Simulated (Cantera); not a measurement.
A closed system holds: 1 mol CaO, 17 mol Cl2, 7.7 mol N2, equilibrated at 1252 °C and 195 Torr.

Cantera equilibrium calculation (NASA polynomials, part measured and part estimated; ideal gas, pure solids and liquids). Candidate condensed phases: Ca, CaCl2, CaO; 17 gas species. Condensed phases not in the tables: oxide chlorides. Kinetics and transport are ignored.

Base state: Cl2 0.571, N2 0.299, Cl 0.102, O2 0.0192, CaCl2 0.00857, NO 0.000257, ClO 0.000172 (mole fractions); condensed: CaCl2(l).

### Question
What changes in the equilibrium state with this change: pressure from 195 Torr to 0.0473 Torr?

### Answer
```tsv
species	before	after
Cl	0.102	0.767
N2	0.299	0.188
CaCl2	0.00857	0.0245
Cl2	0.571	0.00780
O2	0.0192	0.0121
O	1.54e-6	7.85e-5
ClO	0.000172	1.60e-5
NO	0.000257	0.000162
CaCl2(l), mol	0.779	0
```

### Question
What changes in the equilibrium state with this change: CaO replaced by B2O3?

### Answer
| species | before | after |
|---|---|---|
| Cl2 | 0.571 | 0.594 |
| N2 | 0.299 | 0.295 |
| Cl | 0.102 | 0.104 |
| O2 | 0.0192 | 0.00261 |
| CaCl2 | 0.00857 | 0 |
| BCl3 | 0 | 0.00232 |
| BOCl | 0 | 0.00138 |
| B3O3Cl3 | 0 | 0.000815 |
| CaCl2(l), mol | 0.779 | 0 |
| B2O3(l), mol | 0 | 0.916 |
The tables' values for BOCl are old estimates; treat these amounts as uncertain. Further candidate phases: B, BN, B2O3.
